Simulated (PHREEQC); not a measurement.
Make-up at 20 °C: 0.0012 mol/kgw Cu(NO3)2, 0.00029 mol/kgw HBF4 and 0.00033 mol/kgw Na2SO4. Closed to the air; pH follows from the charge balance.

All values are PHREEQC results (ion-association model, phreeqc.dat), not measurements.

Q: The ionic strength comes out as 0.00506 mol/kgw. What activity coefficients do BF2(OH)2-, NO3-, Cu+2, BF3OH-, SO4-2 get?

A: BF2(OH)2- 0.93, NO3- 0.92, Cu+2 0.75, BF3OH- 0.93, SO4-2 0.74.

Precipitation was switched off in this run. Real BF4- forms and hydrolyses slowly; the run takes it at equilibrium.
